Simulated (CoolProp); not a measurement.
Model: reference Helmholtz-energy equation of state, Smukala 2000, in CoolProp.

Question: For ethylene, give the phase and the cp (kJ/(kg K)), cv (kJ/(kg K)), Joule-Thomson coefficient (K/MPa) at 71.75 °C and 101 kPa; 86.75 °C and 101 kPa.

Answer: 
- 71.75 °C and 101 kPa: gas; cp 1.70, cv 1.40, Joule-Thomson coefficient 7.04
- 86.75 °C and 101 kPa: gas; cp 1.75, cv 1.45, Joule-Thomson coefficient 6.31
